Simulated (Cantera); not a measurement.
Charge: 1 mol Pb, 0.8 mol H₂, at 10.0 mbar.

Cantera equilibrium calculation (NASA polynomials, part measured and part estimated; ideal gas, pure solids and liquids). Candidate condensed phases: Pb; 4 gas species. Equilibrium is a limit: real reactors are often held back by kinetics, nucleation or transport.

Problem. Which condensed phases are stable at each of these points (T (K)): 900, 950, 1000, 1050, 1100, 1150, 1200, 1250, 1300, 1350, 1400, 1450, 1500, 1550?

Solution. 
```
T (K)  condensed phases  Pb condensed (%)
-----  ----------------  ----------------
900               Pb(l)             100.0
950               Pb(l)             100.0
1000              Pb(l)              99.9
1050              Pb(l)              99.6
1100              Pb(l)              99.0
1150              Pb(l)              97.6
1200              Pb(l)              94.5
1250              Pb(l)              87.6
1300              Pb(l)              71.5
1350              Pb(l)              23.3
1400           gas only               0.0
1450           gas only               0.0
1500           gas only               0.0
1550           gas only               0.0
```

From 900 K to 1350 K the condensed part is Pb(l). From 1400 K to 1550 K nothing is condensed.
